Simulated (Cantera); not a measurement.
Input: 1 mol Si3N4, 1.8 mol H2, 2.7 mol Cl2, equilibrated at 1673 K and 1100 Pa.

These are equilibrium values from Cantera (NASA tables, ideal gas, pure condensed phases), not measurements of a reactor. Candidate condensed phases: NH4Cl, Si, Si3N4; 28 gas species. The tables' values for SiCl3, SiCl are old estimates; treat these amounts as uncertain. The numbers say what is thermodynamically allowed, not how fast it happens.

What is the equilibrium state?


```json
{
 "x(SiCl2)": "0.341",
 "x(N2)": "0.238",
 "x(H2)": "0.210",
 "x(HCl)": "0.195",
 "x(SiCl3)": "0.0140",
 "x(SiCl4)": "0.00120",
 "x(H)": "0.000498",
 "x(Cl)": "0.000360",
 "x(SiHCl3)": "0.000232",
 "n(Si3N4(s))": "0.306 mol",
 "gas_amount": "5.842 mol",
 "log10 activity of Si(s) (absent)": "-0.28"
}
```
